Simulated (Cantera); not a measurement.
A closed system holds: 1 mol CF4, 0.12 mol CH4, equilibrated at 1.00 Torr.

Cantera equilibrium calculation (NASA polynomials, part measured and part estimated; ideal gas, pure solids and liquids). Candidate condensed phases: C, C6H6, C7H8, C8H18; 95 gas species. Gases not in the tables: C2F6 and larger saturated fluorocarbons. Equilibrium is a limit: real reactors are often held back by kinetics, nucleation or transport. All values below are at 1577 °C.

Base state: CF4 0.572, HF 0.334, CF2 0.0601, F 0.0300, CF3 0.00334, CF 6.24e-5 (mole fractions); condensed: C(graphite).

Task: What changes in the equilibrium state with this change: pressure from 1.00 Torr to 0.0240 Torr?

Result: 
```json
[
 {"species": "F", "before": "0.0300", "after": "0.372"},
 {"species": "CF2", "before": "0.0601", "after": "0.222"},
 {"species": "HF", "before": "0.334", "after": "0.215"},
 {"species": "CF4", "before": "0.572", "after": "0.187"},
 {"species": "CF", "before": "6.24e-5", "after": "0.000773"},
 {"species": "CF3", "before": "0.00334", "after": "0.00366"},
 {"species": "C(graphite), mol", "before": "0.206", "after": "0.197"}
]
```
